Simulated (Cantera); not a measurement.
What does this Cantera script print?

```python
import numpy as np
import cantera as ct

gas_names = """
    B BH BH2 BH3 BO BO2 B2 B2O B2O2 B2O3 B3O3H3 H HBO HBO2 HO2 H2 H2O H2O2 H3B3O6 O OH O2 O3
""".split()
cond_names = """
    B(b) B(L) B2O3(L) B3O3H3(cr) H2O(s) H2O(L)
""".split()


# ... load() reads the species with a 1 bar reference pressure and builds the phases ...
atoms = {
    'B2H6': {'B': 2, 'H': 6},
    'O2': {'O': 2},
    'H2': {'H': 2},
}
top_T = {}  # K; cautious upper limits of use, not melting points


# ... equilibrate(T, P, feed) seeds the gas with the atoms and calls Mixture.equilibrate('TP', solver="vcs", rtol=1e-11, max_steps=5000) ...
results = []
feed = {'B2H6': 1, 'O2': 0.15, 'H2': 0.33}  # mol
P = 1000  # Pa
for T in [1448, 1598, 1748, 1898, 2048, 2198, 2348]:
    mix = equilibrate(T, P, feed)
    results.append((T, P, feed, dict(zip(mix.species_names, mix.species_moles))))

top = {s: max(r[3][s] / sum(r[3][g] for g in gas_names) for r in results) for s in gas_names}
cols = sorted((s for s in top if top[s] > 0.001), key=lambda s: -top[s])[:7]
seen = [c for c in cond_names if any(r[3].get(c, 0) > 1e-12 for r in results)]
print("log10 of partial pressures in bar; condensed amounts in mol")
print(f"{'T/K':>10s}" + "".join(f"{s[:9]:>10s}" for s in cols + seen))
for T, P, feed, n in results:
    ng = sum(n[g] for g in gas_names)
    print(f"{T:10.4g}" + "".join(f"{np.log10(max(n[s] / ng * P / 1e5, 1e-99)):10.3f}" for s in cols)
          + "".join(f"{n.get(c, 0):10.4g}" for c in seen))
```

It prints:

```
log10 of partial pressures in bar; condensed amounts in mol
       T/K        H2         H       HBO        BO      B2O2       BH2      B2O3      B(b)   B2O3(L)
      1448    -2.011    -6.041    -3.706    -6.286    -4.465    -7.258    -5.143     1.768   0.06438
      1598    -2.030    -5.289    -3.314    -5.216    -3.833    -6.622    -4.701      1.71         0
      1748    -2.033    -4.658    -3.266    -4.614    -3.875    -6.085    -5.179     1.703         0
      1898    -2.037    -4.126    -3.254    -4.137    -3.967    -5.635    -5.664       1.7         0
      2048    -2.045    -3.672    -3.285    -3.771    -4.121    -5.258    -6.190     1.697         0
      2198    -2.061    -3.285    -3.373    -3.511    -4.366    -4.943    -6.810     1.692         0
      2348    -2.093    -2.955    -3.526    -3.354    -4.716    -4.687    -7.552      1.68         0
```

Method: chemical equilibrium by Gibbs-energy minimisation in Cantera with the NASA 1993 tables (ideal gas, pure condensed phases). The feed counts by its element totals alone. Mutual solubility and eutectic melting of coexisting phases are not modelled. The tables' values for BH2 are old estimates; treat these amounts as uncertain.
